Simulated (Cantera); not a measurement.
Input (Python, Cantera):

```python
import numpy as np
import cantera as ct

gas = ct.Solution("gri30.yaml")
gas.TPX = 350, 500000, {'H2': 1, 'O2': 0.847, 'N2': 4.5}
inlet = ct.Reservoir(gas, clone=True)
gas.equilibrate("HP")  # start burning
reactor = ct.IdealGasConstPressureReactor(gas, energy="on", clone=False)
exhaust = ct.Reservoir(gas, clone=True)
tau = [0.16, 0.048, 0.014, 0.0044, 0.0013, 0.00041, 0.00012, 3.7e-05, 1.1e-05][0]
for a, b in ((inlet, reactor), (reactor, exhaust)):
    ct.MassFlowController(a, b, mdot=lambda t: reactor.mass / tau)
net = ct.ReactorNet([reactor])
show = ['H2', 'O2', 'H2O2', 'H2O', 'HO2', 'NO2', 'O']

rows = []
print(f"{'tau/s':>10s}{'T/K':>9s}" + "".join(f"{s:>11s}" for s in show))
for tau in [0.16, 0.048, 0.014, 0.0044, 0.0013, 0.00041, 0.00012, 3.7e-05, 1.1e-05]:
    net.initial_time = 0.0
    net.advance(30 * tau)
    before = gas.X
    net.advance(40 * tau)
    drift = np.max(np.abs(gas.X - before) / (gas.X + 1e-9))
    rows.append([gas.T, *gas[show].X, drift])
    print(f"{tau:10.3e}{gas.T:9.1f}" + "".join(f"{x:11.3e}" for x in gas[show].X))
```

It prints:

```
     tau/s      T/K         H2         O2       H2O2        H2O        HO2        NO2          O
 1.600e-01   1573.6  4.386e-05  5.930e-02  1.430e-07  1.709e-01  1.698e-06  2.564e-08  7.827e-06
 4.800e-02   1572.7  9.981e-05  5.929e-02  2.546e-07  1.707e-01  3.754e-06  3.792e-08  1.651e-05
 1.400e-02   1571.0  2.307e-04  5.930e-02  4.537e-07  1.705e-01  8.441e-06  4.511e-08  3.687e-05
 4.400e-03   1567.8  5.048e-04  5.935e-02  7.643e-07  1.701e-01  1.756e-05  3.840e-08  8.036e-05
 1.300e-03   1561.0  1.143e-03  5.952e-02  1.297e-06  1.692e-01  3.581e-05  2.582e-08  1.841e-04
 4.100e-04   1547.5  2.455e-03  5.993e-02  2.120e-06  1.674e-01  6.459e-05  1.821e-08  3.959e-04
 1.200e-04   1516.5  5.585e-03  6.110e-02  3.680e-06  1.634e-01  1.089e-04  1.459e-08  8.303e-04
 3.700e-05   1445.0  1.376e-02  6.477e-02  7.192e-06  1.536e-01  1.709e-04  1.055e-08  1.358e-03
 1.100e-05    350.0  1.576e-01  1.334e-01 -1.558e-18 -9.025e-16 -2.890e-18 -9.597e-21 -6.000e-24
```

Cantera simulation using GRI-Mech 3.0 (53 species, 325 reactions); the numbers are that mechanism's predictions, not measurements. The hydrogen kinetics of GRI-Mech 3.0 are dated; newer H2 mechanisms differ, most at raised pressure.
